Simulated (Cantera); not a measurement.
A perfectly stirred reactor is fed with NH₃ : H₂ = 1 : 0.14 (molar parts), at 35000 Pa; it is held at 1750 K, and followed from long to short residence time.

Model: the gas-phase N/H chemistry of the illustrative SiF4/NH3 mechanism in the Surface Chemkin manual (1991), integrated in Cantera. Walls and surfaces, which speed up NH3 decomposition in real reactors, are not modelled.

What does this change do: pressure from 35000 Pa to 110000 Pa?


```csv
quantity,before,after
x(NH₃) at τ = 0.370 s,0.696,0.535
x(H₂) at τ = 0.370 s,0.256,0.374
x(NH₂) at τ = 0.370 s,0.000249,0.000191
x(NH) at τ = 0.370 s,1.65e-6,1.32e-6
x(N₂H₄) at τ = 0.370 s,1.04e-7,1.92e-7
x(NH₃) at τ = 7.20 ms,0.873,0.865
x(H₂) at τ = 7.20 ms,0.126,0.131
x(NH₂) at τ = 7.20 ms,0.000275,0.000265
x(NH) at τ = 7.20 ms,1.46e-6,1.39e-6
x(N₂H₄) at τ = 7.20 ms,1.26e-7,3.70e-7
```

What does this change do: H2 0.14 to 0.66 parts?


| quantity | before | after |
|---|---|---|
| x(NH₃) at τ = 0.370 s | 0.696 | 0.498 |
| x(H₂) at τ = 0.370 s | 0.256 | 0.469 |
| x(NH₂) at τ = 0.370 s | 0.000249 | 0.000198 |
| x(NH) at τ = 0.370 s | 1.65e-6 | 1.52e-6 |
| x(N₂H₄) at τ = 0.370 s | 1.04e-7 | 6.53e-8 |
| x(NH₃) at τ = 7.20 ms | 0.873 | 0.600 |
| x(H₂) at τ = 7.20 ms | 0.126 | 0.399 |
| x(NH₂) at τ = 7.20 ms | 0.000275 | 0.000207 |
| x(NH) at τ = 7.20 ms | 1.46e-6 | 1.37e-6 |
| x(N₂H₄) at τ = 7.20 ms | 1.26e-7 | 7.16e-8 |
